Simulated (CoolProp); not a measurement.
Model: reference Helmholtz-energy equation of state, Span 1996, in CoolProp.

Q: For carbon dioxide, give the phase and the cv (kJ/(kg K)), Prandtl number at 471.4 K and 1.01 bar; 506.2 K and 1.01 bar.

A: 
- 471.4 K and 1.01 bar: gas; cv 0.806, Prandtl number 0.741
- 506.2 K and 1.01 bar: gas; cv 0.830, Prandtl number 0.738

Viscosity comes from a separate model (Laesecke 2017). Thermal conductivity comes from a separate model (Huber 2016).
